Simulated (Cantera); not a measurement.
Charge: 1 mol B2O3, 0.16 mol H2O, 3.8 mol H2, equilibrated at 0.480 bar.

Method: chemical equilibrium by Gibbs-energy minimisation in Cantera with the NASA 1993 tables (ideal gas, pure condensed phases). Candidate condensed phases: B, B2O3, B3O3H3, H2O; 23 gas species. Gases not in the tables: H3BO3. Kinetics and transport are ignored.

Q: Which condensed phases are stable at each of these points (T (K)): 1148, 1248, 1348, 1448, 1548, 1648, 1748, 1848, 1948, 2048, 2148?

A: 
```
T (K)  condensed phases  B condensed (%)
-----  ----------------  ---------------
1148            B2O3(l)             99.9
1248            B2O3(l)             99.9
1348            B2O3(l)             99.7
1448            B2O3(l)             99.1
1548            B2O3(l)             97.9
1648            B2O3(l)             95.6
1748            B2O3(l)             91.0
1848            B2O3(l)             81.2
1948            B2O3(l)             55.5
2048           gas only              0.0
2148           gas only              0.0
```

From 1148 K to 1948 K the condensed part is B2O3(l). From 2048 K to 2148 K nothing is condensed.
